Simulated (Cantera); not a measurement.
Input (Python, Cantera):

```python
import numpy as np
import cantera as ct

gas = ct.Solution("gri30.yaml")
gas.TPX = 1575, 450000, {'CH4': 1, 'O2': 0.8, 'N2': 3.01, 'H2O': 0.81}
reactor = ct.IdealGasConstPressureReactor(gas, energy="on", clone=False)
net = ct.ReactorNet([reactor])
net.rtol, net.atol = 1e-08, 1e-16
show = ['CH4', 'O2', 'H2O', 'OH', 'HCN', 'NO', 'C2H4']
times = np.geomspace(6e-06, 0.5, 11)

steps = ct.SolutionArray(gas, extra=["t"])
rows = []
print(f"{'t/s':>10s}{'T/K':>9s}{'P/Pa':>11s}" + "".join(f"{s:>11s}" for s in show))
for t in times:
    while net.time < t:
        t_next = net.step()
        steps.append(gas.state, t=t_next)
    rows.append([np.interp(t, steps.t, y) for y in (steps.T, steps.P, *steps(*show).X.T)])
    print(f"{t:10.3e}{rows[-1][0]:9.1f}{rows[-1][1]:11.4g}" + "".join(f"{x:11.3e}" for x in rows[-1][2:]))
rate = np.gradient(steps.T, steps.t)
print("integrator steps:", len(steps.t))
if steps.T.max() > steps.T[0] + 200:
    print(f"time of steepest temperature rise: {steps.t[rate.argmax()]:.4e} s")
gas.TPX = 1575, 450000, {'CH4': 1, 'O2': 0.8, 'N2': 3.01, 'H2O': 0.81}
gas.equilibrate("HP")
print(f"equilibrium (HP): T = {gas.T:.1f} K  " + "  ".join(f"{s} {gas[s].X[0]:.3e}" for s in show))
```

It prints:

```
       t/s      T/K       P/Pa        CH4         O2        H2O         OH        HCN         NO       C2H4
 6.000e-06   1574.9    4.5e+05  1.779e-01  1.423e-01  1.441e-01  1.467e-07  5.666e-16  1.244e-14  2.512e-08
 1.863e-05   1574.8    4.5e+05  1.778e-01  1.423e-01  1.442e-01  4.013e-07  7.577e-15  9.644e-14  1.241e-06
 5.785e-05   1576.2    4.5e+05  1.770e-01  1.419e-01  1.446e-01  8.237e-07  8.399e-14  7.682e-13  2.819e-05
 1.796e-04   1590.2    4.5e+05  1.715e-01  1.391e-01  1.477e-01  2.218e-06  1.112e-12  7.850e-12  4.329e-04
 5.578e-04   2271.2    4.5e+05  3.146e-03  6.670e-07  2.140e-01  2.974e-04  4.175e-05  1.324e-05  2.989e-05
 1.732e-03   2245.8    4.5e+05  1.917e-04  3.469e-07  1.874e-01  2.000e-04  2.591e-05  5.172e-05  3.249e-07
 5.378e-03   2244.4    4.5e+05  2.080e-09  3.512e-07  1.868e-01  2.009e-04  2.264e-06  5.893e-05  3.357e-13
 1.670e-02   2244.6    4.5e+05  1.596e-09  3.521e-07  1.868e-01  2.012e-04  1.221e-06  3.524e-05  1.459e-15
 5.186e-02   2244.7    4.5e+05  1.579e-09  3.527e-07  1.868e-01  2.014e-04  6.264e-07  1.842e-05  1.441e-15
 1.610e-01   2244.7    4.5e+05  1.576e-09  3.529e-07  1.868e-01  2.014e-04  4.635e-07  1.372e-05  1.438e-15
 5.000e-01   2244.7    4.5e+05  1.576e-09  3.529e-07  1.868e-01  2.014e-04  4.585e-07  1.358e-05  1.438e-15
integrator steps: 2029
time of steepest temperature rise: 3.8887e-04 s
equilibrium (HP): T = 2244.7 K  CH4 1.800e-09  O2 3.529e-07  H2O 1.868e-01  OH 2.014e-04  HCN 4.585e-07  NO 1.358e-05  C2H4 1.635e-15
```

Computed with Cantera and GRI-Mech 3.0 (53 species, 325 reactions).
